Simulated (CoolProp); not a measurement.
Model: reference Helmholtz-energy equation of state, Span 1996, in CoolProp.

Q: Give the vapour pressure (kPa), vapour density (kg/m³), surface tension (mN/m), liquid viscosity (µPa s) of saturated carbon dioxide at 261.8, 268.2 K.

A: 
```
T (K)  p (kPa)  vapour density (kg/m³)  surface tension (mN/m)  liquid viscosity (µPa s)
-----  -------  ----------------------  ----------------------  ------------------------
261.8     2550                    68.2                    6.63                       121
268.2     3050                    83.5                    5.40                       109
```

Viscosity comes from a separate model (Laesecke 2017). Surface tension comes from a separate correlation (Mulero 2012).
